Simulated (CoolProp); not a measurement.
Vapour-liquid equilibrium of R13 (1) + R113 (2) at 263.2 K; x and y are mole fractions of (1).

Model: multi-fluid Helmholtz-energy mixture model, Platzer 1990 and Marx 1992; pair parameters Bell 2016, in CoolProp. This equation is an older, rougher fit; its heat capacities, sound speeds and derivatives of the liquid may be far off and weren't checked against measurements.

```tsv
x	bubble pressure (MPa)	y at the bubble point	dew pressure at overall composition x (MPa)	liquid density (mol/L)
0.05	0.1089	0.916	0.009564	8.926
0.125	0.2485	0.963	0.01039	9.155
0.2	0.3771	0.976	0.01136	9.391
0.275	0.4963	0.982	0.01254	9.633
0.35	0.6073	0.986	0.01399	9.881
0.425	0.7116	0.988	0.01581	10.13
0.5	0.8105	0.990	0.01819	10.38
0.575	0.9057	0.991	0.02140	10.63
0.65	0.9991	0.993	0.02599	10.87
0.725	1.093	0.994	0.03309	11.10
0.8	1.190	0.995	0.04550	11.29
0.875	1.296	0.997	0.07283	11.42
0.95	1.419	0.998	0.1819	11.44
```

No azeotrope shows between x = 0.05 and 0.95.

Pair parameters are fitted to limited data, so mixtures are less certain than the pure fluids. The gap from Raoult's law changes sign with composition, which may be real or a fault of the pair parameters; it wasn't checked against measurements.
